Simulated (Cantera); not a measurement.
Charge: 1 mol Pb, 0.18 mol CO2, 290 mol N2, at 1125 K and 8250 Torr.

Cantera equilibrium calculation (NASA polynomials, part measured and part estimated; ideal gas, pure solids and liquids). Candidate condensed phases: C, Pb, PbO, PbO2, Pb3O4; 27 gas species. Equilibrium is a limit: real reactors are often held back by kinetics, nucleation or transport.

Base state: N2 0.999, CO2 0.000620, Pb 1.72e-5 (mole fractions); condensed: Pb(l).

Q: What changes in the equilibrium state with this change: temperature from 1125 K to 2073 K?

A: 
| species | before | after |
|---|---|---|
| N2 | 0.999 | 0.996 |
| Pb | 1.72e-5 | 0.00326 |
| CO2 | 0.000620 | 0.000405 |
| NO | <1e-9 | 3.12e-5 |
| CO | 4.08e-7 | 0.000213 |
| PbO | 4.08e-7 | 0.000177 |
| Pb(l), mol | 0.995 | 0 |
Gases not in the tables: (PbO)n polymers.

Q: What changes in the equilibrium state with this change: pressure from 8250 Torr to 0.518 Torr?

A: 
```
species       before     after
----------  --------  --------
N2             0.999     0.996
Pb           1.72e-5   0.00343
CO2         0.000620  0.000612
Pb(l), mol     0.995         0
```
